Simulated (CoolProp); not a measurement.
The numbers come from the reference Helmholtz-energy equation of state, Rui 2013 in CoolProp.

Task: For R236EA, give the phase and the speed of sound (m/s), Prandtl number at 379.2 K and 6 MPa.

Result: 
- 379.2 K and 6 MPa: liquid; speed of sound 336, Prandtl number 3.87

Viscosity comes from a separate model (Huber 2003), an estimate that may be off by 10 % or more. Thermal conductivity comes from a separate model (Huber 2003), an estimate that may be off by 10 % or more.
